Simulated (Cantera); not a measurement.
Feed: 1 mol CH3Cl, 0.25 mol Si, 0.042 mol F2, equilibrated at 2625 K and 39.0 Pa.

These are equilibrium values from Cantera (NASA tables, ideal gas, pure condensed phases), not measurements of a reactor. Candidate condensed phases: C, C6H6, C7H8, C8H18, Si, SiC; 143 gas species. The tables' values for SiF, SiCl, SiF2 are old estimates; treat these amounts as uncertain. Rates play no part.

Base state: H 0.572, Cl 0.219, H2 0.0709, Si 0.0460, HCl 0.0389, HF 0.0198, SiC2 0.0168, C3 0.00810 (mole fractions); condensed: C(graphite).

Problem. What changes in the equilibrium state with this change: temperature from 2625 K to 1150 K?

Solution. 
| species | before | after |
|---|---|---|
| H2 | 0.0709 | 0.509 |
| HCl | 0.0389 | 0.472 |
| SiF4 | <1e-9 | 0.00991 |
| H | 0.572 | 2.70e-6 |
| Si | 0.0460 | <1e-9 |
| SiC2 | 0.0168 | <1e-9 |
| Cl | 0.219 | 2.20e-6 |
| HF | 0.0198 | 0.00139 |
| C3 | 0.00810 | <1e-9 |
| SiCl4 | <1e-9 | 0.00518 |
| C(graphite), mol | 0.743 | 0.785 |
| SiC(s), mol | 0 | 0.215 |
The tables' values for SiCl3, SiF3 are old estimates; treat these amounts as uncertain.
